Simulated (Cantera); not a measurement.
Input: 1 mol Ti, 0.24 mol C3H8, 62 mol H2, held at 1525 °C and 0.450 bar.

Method: chemical equilibrium by Gibbs-energy minimisation in Cantera with the NASA 1993 tables (ideal gas, pure condensed phases). Candidate condensed phases: C, C6H6, C7H8, C8H18, Ti, TiC; 77 gas species. Mutual solubility and eutectic melting of coexisting phases are not modelled. TiC: taken at fixed stoichiometry. Condensed phases not in the tables: N, O or C dissolved in the metal. Equilibrium is a limit: real reactors are often held back by kinetics, nucleation or transport.

Task: What is the equilibrium state?

Result: 
```json
{
  "x(H2)": "0.999",
  "x(H)": "0.000525",
  "x(Ti)": "1.05e-6",
  "n(Ti(β))": "0.280 mol",
  "n(TiC(s))": "0.720 mol",
  "gas_amount": "62.98 mol",
  "log10 activity of C(graphite) (absent)": "-4.68"
}
```
